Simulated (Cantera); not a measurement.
Feed: 1 mol PbO, 7.5 mol C, 0.71 mol H₂, 0.77 mol CH₄, held at 1023.15 K.

Equilibrium computed with Cantera from the NASA thermochemical tables; the gas is ideal and each condensed phase is pure. Candidate condensed phases: C, C₆H₆, C₇H₈, C₈H₁₈, H₂O, Pb, PbO, PbO₂, Pb₃O₄; 113 gas species. Rates play no part.

**Question.** Which condensed phases are stable at each of these points (P (Pa)): 10, 100, 1000, 10000, 100000, 1000000?

**Answer.** 
```csv
P (Pa),condensed phases,Pb condensed (%)
10,C(graphite),0.0
100,C(graphite) + Pb(l),91.1
1000,C(graphite) + Pb(l),99.1
10000,C(graphite) + Pb(l),99.9
100000,C(graphite) + Pb(l),100.0
1000000,C(graphite) + Pb(l),100.0
```

At 10.0 Pa the condensed part is C(graphite). From 1.00 mbar to 10.0 bar the condensed part is C(graphite) + Pb(l).
